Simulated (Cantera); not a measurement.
Feed: 1 mol SiF4, 0.36 mol H2O, 33 mol H2, at 81000 Pa.

Equilibrium computed with Cantera from the NASA thermochemical tables; the gas is ideal and each condensed phase is pure. Candidate condensed phases: H2O, Si, SiO2; 38 gas species. The tables hold silica as quartz up to 1696 K and as liquid above; real silica turns to tridymite and cristobalite and melts near 1996 K. Kinetics and transport are ignored.

Over these rows the condensed part is SiO2(β-quartz). Partial pressures as log10 of bar:

```
T (K)  1000/T (1/K)  log p SiO  log p H2  log p SiF4  log p HF
-----  ------------  ---------  --------  ----------  --------
1373         0.7283      -7.44     -0.11       -1.71     -1.80
1423         0.7027      -6.66     -0.11       -1.72     -1.79
1473         0.6789          ?     -0.11       -1.72     -1.78
1523         0.6566      -5.27     -0.11       -1.73     -1.77
1573         0.6357      -4.66     -0.11       -1.74     -1.76
1623         0.6161      -4.10     -0.11       -1.76     -1.74
```

Problem. Fit log p(SiO) = a + b·(1000/T) to the five rows, give the apparent enthalpy, and predict the row at 1473 K.

Solution. Means: 1000/T = 0.6679, log p = -5.626. Sxy = -0.259724, Sxx = 0.0087070, so b = -29.83 and a = -5.626 − (-29.83)×0.6679 = 14.30.
Apparent enthalpy: −19.145 × (-29.83) = 571 kJ/mol. With the condensed phases at unit activity, 1/2 SiO2(β-quartz) + H2(g) + 1/2 SiF4(g) = SiO(g) + 2 HF(g) links this pressure to the main gases: over the six rows their terms move log p by -0.15 in all, so the slope is close to that reaction's ΔH°. The five rows lie within 0.02 of the line.
Prediction at 1473 K: 14.30 + (-29.83)×0.6789 = -5.95. The computed value is -5.93, 0.02 from the line.
